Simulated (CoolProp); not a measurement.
Vapour-liquid equilibrium of R141b (1) + n-pentane (2) at 0.332 MPa; x and y are mole fractions of (1).

Computed with CoolProp (multi-fluid Helmholtz-energy mixture model, Lemmon 2006 and Thol 2019; pair parameters Bell 2016).

```tsv
x	bubble temperature, mixture model (°C)	bubble temperature, Raoult's law (°C)	y, mixture model	y, Raoult's law
0.05	74.8	75.7	0.075	0.057
0.15	72.9	75.1	0.201	0.168
0.25	71.6	74.6	0.305	0.276
0.35	70.7	74.1	0.398	0.382
0.45	70.1	73.5	0.483	0.484
0.55	69.8	73.0	0.567	0.583
0.65	69.6	72.5	0.652	0.680
0.75	69.7	72.0	0.741	0.775
0.85	70.0	71.5	0.837	0.867
0.95	70.5	71.0	0.943	0.956
```

The largest gap from Raoult's law is -3.4 K in bubble temperature, at x = 0.45. y crosses x between x = 0.65 and 0.75: the model has an azeotrope there.

Pair parameters are fitted to limited data, so mixtures are less certain than the pure fluids.
